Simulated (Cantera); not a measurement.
# Premixed flame

A freely propagating, adiabatic, planar premixed flame of 18.6 % CO, 4.10 % H2, 16.2 % O2, 61.1 % N2, equivalence ratio 0.70, unburnt at 500 K and 75.0 Torr; mixture-averaged transport, grid criteria slope 0.08 and curve 0.16, no radiation.

Model: GRI-Mech 3.0 (53 species, 325 reactions), integrated in Cantera. Burning velocities carry a grid error of a few per cent, more on coarse grids.

```json
[
 {"z (mm)": "-41.6", "T (K)": "500", "u (m/s)": "1.30", "x CO": "0.186", "x H2": "0.0410", "x O2": "0.162", "x NO": "<1e-8", "x O": "<1e-8", "x HO2": "<1e-8"},
 {"z (mm)": "-27.7", "T (K)": "500", "u (m/s)": "1.30", "x CO": "0.186", "x H2": "0.0410", "x O2": "0.162", "x NO": "<1e-8", "x O": "<1e-8", "x HO2": "<1e-8"},
 {"z (mm)": "-20.8", "T (K)": "500", "u (m/s)": "1.30", "x CO": "0.186", "x H2": "0.0410", "x O2": "0.162", "x NO": "<1e-8", "x O": "<1e-8", "x HO2": "<1e-8"},
 {"z (mm)": "-13.9", "T (K)": "500", "u (m/s)": "1.30", "x CO": "0.186", "x H2": "0.0409", "x O2": "0.162", "x NO": "<1e-8", "x O": "<1e-8", "x HO2": "1.53e-8"},
 {"z (mm)": "-6.93", "T (K)": "501", "u (m/s)": "1.31", "x CO": "0.186", "x H2": "0.0402", "x O2": "0.162", "x NO": "<1e-8", "x O": "4.00e-7", "x HO2": "2.27e-5"},
 {"z (mm)": "-3.46", "T (K)": "604", "u (m/s)": "1.56", "x CO": "0.182", "x H2": "0.0346", "x O2": "0.159", "x NO": "<1e-8", "x O": "5.49e-5", "x HO2": "3.97e-5"},
 {"z (mm)": "0", "T (K)": "991", "u (m/s)": "2.53", "x CO": "0.150", "x H2": "0.0131", "x O2": "0.133", "x NO": "4.36e-7", "x O": "0.00551", "x HO2": "1.05e-5"},
 {"z (mm)": "3.46", "T (K)": "1283", "u (m/s)": "3.21", "x CO": "0.0932", "x H2": "0.00316", "x O2": "0.0936", "x NO": "3.88e-6", "x O": "0.0199", "x HO2": "4.15e-6"},
 {"z (mm)": "6.93", "T (K)": "1429", "u (m/s)": "3.52", "x CO": "0.0640", "x H2": "0.00339", "x O2": "0.0791", "x NO": "9.25e-6", "x O": "0.0228", "x HO2": "2.69e-6"},
 {"z (mm)": "13.9", "T (K)": "1567", "u (m/s)": "3.82", "x CO": "0.0538", "x H2": "0.00354", "x O2": "0.0742", "x NO": "1.80e-5", "x O": "0.0204", "x HO2": "2.00e-6"},
 {"z (mm)": "27.7", "T (K)": "1699", "u (m/s)": "4.11", "x CO": "0.0506", "x H2": "0.00316", "x O2": "0.0729", "x NO": "2.84e-5", "x O": "0.0159", "x HO2": "1.52e-6"},
 {"z (mm)": "55.4", "T (K)": "1825", "u (m/s)": "4.37", "x CO": "0.0446", "x H2": "0.00256", "x O2": "0.0708", "x NO": "4.23e-5", "x O": "0.0115", "x HO2": "1.09e-6"},
 {"z (mm)": "111", "T (K)": "1939", "u (m/s)": "4.60", "x CO": "0.0367", "x H2": "0.00192", "x O2": "0.0681", "x NO": "7.21e-5", "x O": "0.00784", "x HO2": "7.55e-7"}
]
```
x: mole fraction of selected species; z is measured from the peak of heat release.

```
Item                         Value
------------------------  --------
laminar burning velocity  130 cm/s
thermal thickness          13.9 mm
peak x(O)                   0.0228
peak x(HO2)                5.58e-5
grid points                    162
```
